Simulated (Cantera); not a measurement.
# Reactions in the system C-H-S

Standard-state values (1 bar) from the NASA 1993 polynomials, evaluated with Cantera. Values are per mole of reaction as written; species without (g) are pure solids or liquids, kept so even where they would boil at 1 bar.

6 CH₃(g) + S → H₂S(g) + 2 C₃H₈(g)

```tsv
T (K)	ΔH° (kJ)	ΔS° (J/K)	ΔG° (kJ)	log10 K
450	-1122.8	-481.1	-906.4	105.21
600	-1129.3	-493.8	-833.1	72.53
750	-1131.5	-497.1	-758.7	52.84
900	-1131.7	-497.3	-684.1	39.70
1050	-1130.7	-496.3	-609.6	30.32
```
